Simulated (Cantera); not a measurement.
A perfectly stirred reactor is fed with 87.7 % NH3, 12.3 % H2, at 210 Torr; it is held at 1750 K, and followed from long to short residence time.

Cantera simulation using the gas-phase N/H chemistry of the illustrative SiF4/NH3 mechanism in the Surface Chemkin manual (1991); the numbers are that mechanism's predictions, not measurements. Walls and surfaces, which speed up NH3 decomposition in real reactors, are not modelled.

x: mole fraction; the columns are a selection and need not sum to one.

```csv
τ (s),x NH3,x H2,x NH2,x NH,x N2H4
0.37,0.720,0.238,0.000260,1.71e-6,9.03e-8
0.099,0.828,0.158,0.000284,1.69e-6,1.08e-7
0.027,0.863,0.133,0.000289,1.63e-6,1.12e-7
0.0072,0.874,0.125,0.000276,?,1.02e-7
0.0019,0.876,0.123,0.000221,?,6.56e-8
0.00052,0.877,0.123,0.000105,?,1.48e-8
0.00014,0.877,0.123,3.03e-5,?,1.21e-9
```

**Question.** Some entries are withheld; supply them.

**Answer.** 
- 0.0072, x NH: 1.47e-6
- 0.0019, x NH: 9.75e-7
- 0.00052, x NH: 2.36e-7
- 0.00014, x NH: 2.01e-8
